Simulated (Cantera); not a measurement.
**Diamond growth**

A diamond (100) surface in a fixed gas of H2 with x(CH4) = 0.0086, x(H) = 0.0067, x(CH3) = 1.8e-05, 0.118 atm; coverages are run to steady state.

Model: the Harris–Goodwin 1993 mechanism for the reconstructed diamond (100) surface, integrated in Cantera.

| T (K) | growth (µm/h) | θ c6HH | θ c6H* | θ c6*H | θ c6** | θ c6HM |
|---|---|---|---|---|---|---|
| 925 | 0.782 | 0.666 | 0.0123 | 0.314 | 0.00546 | 0.00202 |
| 1000 | 1.13 | 0.596 | 0.0184 | 0.374 | 0.00972 | 0.00145 |
| 1075 | 1.46 | 0.532 | 0.0255 | 0.426 | 0.0157 | 0.00101 |
| 1150 | 1.55 | 0.475 | 0.0332 | 0.468 | 0.0236 | 0.000621 |
| 1225 | 1.19 | 0.425 | 0.0412 | 0.500 | 0.0331 | 0.000276 |
| 1300 | 0.773 | 0.383 | 0.0492 | 0.524 | 0.0439 | 8.84e-5 |
| 1375 | 0.610 | 0.348 | 0.0570 | 0.539 | 0.0556 | 2.47e-5 |
θ: site fractions in the mechanism's names (c6HH fully hydrogenated, c6H* and c6*H radical sites, c6** diradical, c6HM methylated).
